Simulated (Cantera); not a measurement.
# Premixed flame

A freely propagating, adiabatic, planar premixed flame of 16.6 % CO, 6.47 % H2, 0.863 % CH4, 16.0 % O2, 60.1 % N2, equivalence ratio 0.83, unburnt at 498 K and 100.0 Torr; mixture-averaged transport, grid criteria slope 0.08 and curve 0.16, no radiation.

Detailed kinetics in Cantera: GRI-Mech 3.0 (53 species, 325 reactions). Burning velocities carry a grid error of a few per cent, more on coarse grids.

```tsv
z (mm)	T (K)	u (m/s)	x CO	x H2	x CH4	x NO	x HO2	x C2H6
-18.1	498	1.85	0.166	0.0647	0.00863	<1e-8	<1e-8	<1e-8
-12.1	498	1.85	0.166	0.0647	0.00863	<1e-8	<1e-8	<1e-8
-9.07	498	1.85	0.166	0.0647	0.00863	<1e-8	<1e-8	<1e-8
-6.05	498	1.85	0.166	0.0646	0.00863	<1e-8	2.88e-7	<1e-8
-3.02	508	1.88	0.166	0.0626	0.00864	<1e-8	6.86e-5	6.32e-8
-1.51	654	2.41	0.162	0.0534	0.00834	<1e-8	4.42e-5	7.63e-7
0	1045	3.82	0.146	0.0281	0.00244	2.86e-7	1.69e-5	2.76e-7
1.51	1298	4.69	0.108	0.00914	1.00e-5	2.24e-6	6.46e-6	<1e-8
3.02	1426	5.09	0.0794	0.00784	<1e-8	5.52e-6	4.24e-6	<1e-8
6.05	1564	5.50	0.0599	0.00865	<1e-8	1.20e-5	2.95e-6	<1e-8
12.1	1696	5.91	0.0569	0.00823	<1e-8	2.12e-5	2.29e-6	<1e-8
24.2	1831	6.32	0.0541	0.00709	<1e-8	3.31e-5	1.71e-6	<1e-8
48.4	1962	6.71	0.0482	0.00569	<1e-8	5.41e-5	1.21e-6	<1e-8
```
x: mole fraction of selected species; z is measured from the peak of heat release.

```
Quantity                     Value
------------------------  --------
laminar burning velocity  185 cm/s
thermal thickness          6.05 mm
peak x(HO2)                7.30e-5
peak x(C2H6)               1.17e-6
grid points                    192
```
